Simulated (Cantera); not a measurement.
Thermodynamics of silicon epitaxy and polysilicon growth, feed SiHCl3 + Cl2 + H2

A closed system holds: 1 mol SiHCl3, 0.017 mol Cl2, 17 mol H2, at 100000 Pa.

Cantera equilibrium calculation (NASA polynomials, part measured and part estimated; ideal gas, pure solids and liquids). Candidate condensed phases: Si; 19 gas species. The tables' values for SiCl3 are old estimates; treat these amounts as uncertain. The numbers say what is thermodynamically allowed, not how fast it happens.

| T (K) | log p H2 | log p HCl | log p SiCl2 | log p SiCl4 | log p SiHCl3 | log p SiCl3 | log p SiH2Cl2 | log p H | n Si(s) |
|---|---|---|---|---|---|---|---|---|---|
| 1325 | -0.04 | -1.27 | -2.07 | -1.93 | -1.99 | -2.37 | -2.89 | -5.81 | 0.330 |
| 1375 | -0.04 | -1.21 | -1.91 | -2.06 | -2.09 | -2.32 | -2.95 | -5.49 | 0.345 |
| 1425 | -0.05 | -1.16 | -1.78 | -2.22 | -2.22 | -2.30 | -3.03 | -5.19 | 0.353 |
| 1475 | -0.05 | -1.12 | -1.69 | -2.41 | -2.37 | -2.32 | -3.13 | -4.91 | 0.356 |
| 1525 | -0.05 | -1.09 | -1.62 | -2.63 | -2.53 | -2.36 | -3.23 | -4.65 | 0.355 |
| 1575 | -0.05 | -1.08 | -1.57 | -2.86 | -2.71 | -2.43 | -3.35 | -4.41 | 0.351 |
| 1625 | -0.06 | -1.07 | -1.54 | -3.11 | -2.90 | -2.51 | -3.46 | -4.18 | 0.347 |
| 1675 | -0.06 | -1.06 | -1.51 | -3.35 | -3.08 | -2.59 | -3.58 | -3.96 | 0.342 |
log p: log10 of the partial pressure in bar; n: condensed amount in mol.

From 1325 K to 1675 K the condensed part is Si(s). The main Si-bearing gas is SiCl4 at 1325 K and SiCl2 at 1675 K. The share of Si in condensed phases is highest at 1475 K (35.6 %) and lowest at 1325 K (33.0 %).
